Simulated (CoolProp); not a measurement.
Properties of n-perfluorohexane at several states (Tc = 448.0 K, pc = 1.742 MPa, ω = 0.497).

Model: reference Helmholtz-energy equation of state, Gao 2022, in CoolProp.

```tsv
T (K)	p (MPa)	phase	density (kg/m³)	cv (kJ/(kg K))	Joule-Thomson coefficient (K/MPa)	isothermal compressibility (1/MPa)	expansivity (1/kK)
376.8	0.0129	gas	1.399	…	12.79	77.89	2.698
226.9	0.0124	liquid	1875	0.7413	…	0.001364	1.480
243.4	1.4	liquid	…	…	-0.3622	…	…
```

**Question.** Fill in the missing entries.

**Answer.** 
- 376.8, cv (kJ/(kg K)): 0.9018
- 226.9, Joule-Thomson coefficient (K/MPa): -0.3787
- 243.4, density (kg/m³): 1833
- 243.4, cv (kJ/(kg K)): 0.7689
- 243.4, isothermal compressibility (1/MPa): 0.001537
- 243.4, expansivity (1/kK): 1.489
